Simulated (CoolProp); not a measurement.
Vapour-liquid equilibrium of R134a (1) + R142b (2) at 34.85 °C; x and y are mole fractions of (1).

The numbers come from the multi-fluid Helmholtz-energy mixture model, Tillner-Roth 1994 and Lemmon 2006; pair parameters Bell 2016 in CoolProp.

```
x     bubble pressure, mixture model (MPa)  bubble pressure, Raoult's law (MPa)  y, mixture model  y, Raoult's law
----  ------------------------------------  -----------------------------------  ----------------  ---------------
0.05                                0.4793                               0.4739             0.096            0.093
0.2                                 0.5567                               0.5385             0.327            0.328
0.35                                0.6286                               0.6032             0.500            0.513
0.5                                 0.6950                               0.6678               ___            0.661
0.65                                   ___                               0.7325               ___            0.784
0.8                                 0.8133                               0.7971             0.862            0.887
0.95                                0.8664                               0.8617             0.965            0.974
```

Some entries are withheld; supply them.


- 0.5, y, mixture model: 0.638
- 0.65, bubble pressure, mixture model (MPa): 0.7563
- 0.65, y, mixture model: 0.756

The largest gap from Raoult's law is +4.2 % in bubble pressure, at x = 0.35. No azeotrope shows between x = 0.05 and 0.95.

The pair parameters rest on a limited set of measurements; away from them the model extrapolates.
